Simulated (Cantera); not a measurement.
Charge: 1 mol BCl₃, 0.75 mol N₂, 0.57 mol H₂, held at 1848 K and 10000 Pa.

Method: chemical equilibrium by Gibbs-energy minimisation in Cantera with the NASA 1993 tables (ideal gas, pure condensed phases). Candidate condensed phases: B, BN, NH₄Cl; 21 gas species. The tables' values for BCl₂, BCl are old estimates; treat these amounts as uncertain. Gases not in the tables: BHCl₂. Kinetics and transport are ignored.

Base state: HCl 0.462, BCl₃ 0.264, N₂ 0.245, H₂ 0.0124, BCl₂ 0.00930, Cl 0.00529, BCl 0.00196, H 0.000186 (mole fractions); condensed: BN(s).

**Question.** What changes in the equilibrium state with this change: H₂ from 0.57 to 48 mol?

**Answer.** 
```tsv
species	before	after
H₂	0.0124	0.933
HCl	0.462	0.0599
N₂	0.245	0.00514
BCl₃	0.264	6.07e-6
BCl	0.00196	0.000202
Cl₂	1.81e-5	4.03e-9
BCl₂	0.00930	1.43e-5
BN(s), mol	0.354	0.988
```
The tables' values for BCl, BH₂, BCl₂ are old estimates; treat these amounts as uncertain.

**Question.** What changes in the equilibrium state with this change: temperature from 1848 K to 1200 K?

**Answer.** 
```
species       before     after
----------  --------  --------
HCl            0.462     0.490
BCl₃           0.264     0.268
N₂             0.245     0.242
H₂            0.0124  0.000649
BCl₂         0.00930   7.62e-7
BCl          0.00196     <1e-9
H           0.000186   1.59e-8
BN(s), mol     0.354     0.379
```
N₂ is the only nitrogen source here; it is nearly inert below about 1500 K, so the nitride shown seldom forms there in practice.
